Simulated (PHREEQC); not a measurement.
Ca(OH)2 is added in steps, without added water, to 1 kg of water holding 0.038 mol NaH2PO4, 0.022 mol Na2SO4 and 8.2e-05 mol NaCl, at 25 °C. Oxygen alone is held at its pressure in air (log pO2 = -0.68). No CO2 enters from the air. Only these solids could form: Gypsum, Portlandite, Hydroxyapatite, Halite, Mirabilite.

Base run: PHREEQC, ion-association model, wateq4f.dat. Each further column changes one thing. The table gives pH.

```csv
Ca(OH)2 added (mol),base,0.054 mol/kgw HF added,NaCl from 8.2e-05 to 0.000164 mol/kgw,diluted 5-fold with water,no solid may form
0,4.55,2.60,4.55,(withheld),4.55
0.005125,5.99,2.65,5.99,7.35,6.36
0.01025,6.28,2.73,6.28,11.57,6.82
0.01537,6.54,2.83,6.54,12.04,(withheld)
0.0205,6.82,2.99,6.82,12.27,8.19
0.02562,7.18,3.49,7.18,12.40,8.88
0.03075,8.07,(withheld),8.07,12.50,9.46
0.03587,11.17,6.10,11.17,12.51,10.40
0.041,11.63,(withheld),11.63,12.51,11.67
```

Question: Fill in the missing entries.

Answer: 
- 0, diluted 5-fold with water: 4.76
- 0.01537, no solid may form: 7.32
- 0.03075, 0.054 mol/kgw HF added: 5.65
- 0.041, 0.054 mol/kgw HF added: 6.42

H3PO4, which wateq4f.dat lacks, is added to it with the constant of phreeqc.dat. wateq4f.dat counts part of the HF as a dimer, H2F2, which phreeqc.dat doesn't know; its constant is uncertain. In at least one series the solution becomes supersaturated in solids that the run did not let form, among them Hydroxyapatite. Solids allowed in the column '0.054 mol/kgw HF added': Gypsum, Fluorite, Portlandite, Hydroxyapatite, Fluorapatite, Halite, Mirabilite.
